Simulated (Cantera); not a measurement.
Charge: 1 mol Cr, 0.14 mol N₂O, 3.1 mol H₂, equilibrated at 2125 °C and 75.0 Torr.

These are equilibrium values from Cantera (NASA tables, ideal gas, pure condensed phases), not measurements of a reactor. Candidate condensed phases: Cr, CrN, Cr₂N, Cr₂O₃, H₂O; 29 gas species. Kinetics and transport are ignored.

Base state: H₂ 0.671, Cr 0.223, H 0.0409, N₂ 0.0323, H₂O 0.0241, CrO 0.00780, OH 0.000269, CrO₂ 9.05e-5 (mole fractions); condensed: gas only.

What changes in the equilibrium state with this change: temperature from 2125 °C to 1002 °C?


```json
[
 {"species": "H₂", "before": "0.671", "after": "0.981"},
 {"species": "N₂", "before": "0.0323", "after": "0.0189"},
 {"species": "H₂O", "before": "0.0241", "after": "0.000210"},
 {"species": "Cr", "before": "0.223", "after": "2.35e-8"},
 {"species": "H", "before": "0.0409", "after": "2.31e-6"},
 {"species": "CrO", "before": "0.00780", "after": "<1e-9"},
 {"species": "OH", "before": "0.000269", "after": "<1e-9"},
 {"species": "CrO₂", "before": "9.05e-5", "after": "<1e-9"},
 {"species": "O", "before": "1.09e-5", "after": "<1e-9"},
 {"species": "Cr(s), mol", "before": "0", "after": "0.585"},
 {"species": "Cr₂N(s), mol", "before": "0", "after": "0.161"},
 {"species": "Cr₂O₃(s), mol", "before": "0", "after": "0.0464"}
]
```
Mutual solubility and eutectic melting of coexisting phases are not modelled.
